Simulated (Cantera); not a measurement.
An adiabatic, constant-pressure homogeneous reactor starts with C₃H₈ : O₂ : N₂ = 1 : 9.62 : 36.2 (molar parts), at 1673 K and 30000 Pa.

Detailed kinetics in Cantera: GRI-Mech 3.0 (53 species, 325 reactions). GRI-Mech 3.0 was tuned for natural gas; its chemistry of propane as a main component is partial and can be far from experiment.

Q: Predict: time of steepest temperature rise; temperature at 0.500 s; equilibrium temperature; x(O₂) at 0.500 s; x(N₂O) at 0.500 s; x(CO₂) at 0.500 s; x(H₂O) at 0.500 s.

A: 
| Quantity | Value |
|---|---|
| time of steepest temperature rise | 57.7 µs |
| temperature at 0.500 s | 2505 K |
| equilibrium temperature | 2505 K |
| x(O₂) at 0.500 s | 0.0881 (gas-phase equilibrium 0.0881) |
| x(N₂O) at 0.500 s | 4.29e-7 (gas-phase equilibrium 4.29e-7) |
| x(CO₂) at 0.500 s | 0.0500 (gas-phase equilibrium 0.0500) |
| x(H₂O) at 0.500 s | 0.0716 (gas-phase equilibrium 0.0716) |
